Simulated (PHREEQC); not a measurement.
## Acid mine or pickling water (model solution)

Synthetic water in mg/L, 90 °C, pH 1.99, pe 8.8:

```json
[
 {"constituent": "Na", "mg/L": "59.3"},
 {"constituent": "K", "mg/L": "51"},
 {"constituent": "Ca", "mg/L": "230"},
 {"constituent": "Mg", "mg/L": "43"},
 {"constituent": "Cl", "mg/L": "16.2"},
 {"constituent": "S(6) as SO4", "mg/L": "1880"},
 {"constituent": "Zn", "mg/L": "7.05"},
 {"constituent": "Mn(2)", "mg/L": "0.916"}
]
```

Valence states are taken as typed.

Equilibrium calculation in PHREEQC: ion-association model, phreeqc.dat.

No solid was allowed to form.

Problem. Predict the ionic strength, charge-balance error.

Solution. ionic strength 0.0341 mol/kgw; charge-balance error 10.0 %.

Problem. In which forms is Ca present?

Solution. Ca+2 76 %, CaSO4 19 %, CaHSO4+ 5.6 % of the Ca.

Species that the database lacks are ignored. Away from 25 °C the constants follow the database's enthalpies or fits; those with neither stay at their 25 °C values.
